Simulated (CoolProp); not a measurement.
Vapour-liquid equilibrium of toluene (1) + n-decane (2) at 292 kPa; x and y are mole fractions of (1).

Computed with CoolProp (multi-fluid Helmholtz-energy mixture model, Lemmon 2006 and Lemmon 2006; pair parameters Bell 2016).

```json
[
 {"x": "0.05", "bubble temperature (K)": "488.6", "y at the bubble point": "0.138", "dew temperature at overall composition x (K)": "492.2", "liquid density (mol/L)": "4.055"},
 {"x": "0.125", "bubble temperature (K)": "480.4", "y at the bubble point": "0.319", "dew temperature at overall composition x (K)": "489.1", "liquid density (mol/L)": "4.268"},
 {"x": "0.2", "bubble temperature (K)": "472.7", "y at the bubble point": "0.466", "dew temperature at overall composition x (K)": "485.9", "liquid density (mol/L)": "4.490"},
 {"x": "0.275", "bubble temperature (K)": "465.6", "y at the bubble point": "0.582", "dew temperature at overall composition x (K)": "482.5", "liquid density (mol/L)": "4.723"},
 {"x": "0.35", "bubble temperature (K)": "459.2", "y at the bubble point": "0.673", "dew temperature at overall composition x (K)": "478.8", "liquid density (mol/L)": "4.967"},
 {"x": "0.425", "bubble temperature (K)": "453.6", "y at the bubble point": "0.744", "dew temperature at overall composition x (K)": "474.9", "liquid density (mol/L)": "5.223"},
 {"x": "0.5", "bubble temperature (K)": "448.6", "y at the bubble point": "0.800", "dew temperature at overall composition x (K)": "470.7", "liquid density (mol/L)": "5.494"},
 {"x": "0.575", "bubble temperature (K)": "444.2", "y at the bubble point": "0.845", "dew temperature at overall composition x (K)": "466.1", "liquid density (mol/L)": "5.784"},
 {"x": "0.65", "bubble temperature (K)": "440.3", "y at the bubble point": "0.882", "dew temperature at overall composition x (K)": "461.0", "liquid density (mol/L)": "6.095"},
 {"x": "0.725", "bubble temperature (K)": "436.7", "y at the bubble point": "0.914", "dew temperature at overall composition x (K)": "455.2", "liquid density (mol/L)": "6.431"},
 {"x": "0.8", "bubble temperature (K)": "433.5", "y at the bubble point": "0.941", "dew temperature at overall composition x (K)": "448.7", "liquid density (mol/L)": "6.798"},
 {"x": "0.875", "bubble temperature (K)": "430.4", "y at the bubble point": "0.965", "dew temperature at overall composition x (K)": "441.1", "liquid density (mol/L)": "7.200"},
 {"x": "0.95", "bubble temperature (K)": "427.6", "y at the bubble point": "0.986", "dew temperature at overall composition x (K)": "432.3", "liquid density (mol/L)": "7.644"}
]
```

No azeotrope shows between x = 0.05 and 0.95.

Pair parameters are fitted to limited data, so mixtures are less certain than the pure fluids. The gap from Raoult's law changes sign with composition, which may be real or a fault of the pair parameters; it wasn't checked against measurements.
